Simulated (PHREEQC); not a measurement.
Leach liquor: an equilibrium model

Dissolve 0.0019 mol HCl, 0.0017 mol FeSO4 and 0.0023 mol MgSO4 per kg of water at 45 °C. Closed to the air; pH follows from the charge balance.

The numbers come from PHREEQC with the ion-association model, wateq4f.dat.

No solid was allowed to form.

Task: Predict the pH, ionic strength.

Result: pH 2.87; ionic strength 0.0131 mol/kgw.

Task: In which forms is S present?

Result: SO4-2 65 %, MgSO4 16 %, HSO4- 9.7 %, FeSO4 8.7 % of the S.

Species that the database lacks are ignored. At this temperature some constants are extrapolated from 25 °C, and those without enthalpy data are left unchanged.
